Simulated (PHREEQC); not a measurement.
A PHREEQC speciation (ion-association model, phreeqc.dat) at 50 °C gives pH 2.40 and these molalities:

```tsv
species	mol/kgw
H+	0.00437
SO4-2	0.00191
HSO4-	0.00103
Zn+2	0.000238
ZnSO4	6.14e-5
Zn(SO4)2-2	8.04e-7
```

Question: What are the element totals, and what could have been dissolved in 1 kg of water to give them?

Answer: Several could match; the one computed here: totals S(6) 0.00300, Zn 0.000300 mol/kgw, from 0.0027 mol H2SO4 and 0.0003 mol ZnSO4 per kg of water.

No solid was allowed to form. Away from 25 °C the constants follow the database's enthalpies or fits; those with neither stay at their 25 °C values.
